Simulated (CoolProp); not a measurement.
Aqueous magnesium chloride as a coolant, 9 % by mass, freezing at -6.9 °C, 1 atm.

Model: Melinder's fits for secondary coolants, in CoolProp.

```
T (°C)  viscosity (mPa s)  conductivity (W/(m K))  density (kg/m³)  cp (kJ/(kg K))
------  -----------------  ----------------------  ---------------  --------------
-4.2                 3.09                   0.535             1081           3.624
0.5                  2.59                   0.544             1080           3.632
5.3                  2.19                   0.553             1079           3.641
10                   1.89                   0.561             1078           3.649
14.8                 1.64                   0.570             1076           3.657
19.5                 1.43                   0.578             1075           3.664
24.2                 1.26                   0.586             1073           3.671
29                   1.11                   0.594             1071           3.678
33.7                0.981                   0.602             1070           3.685
```
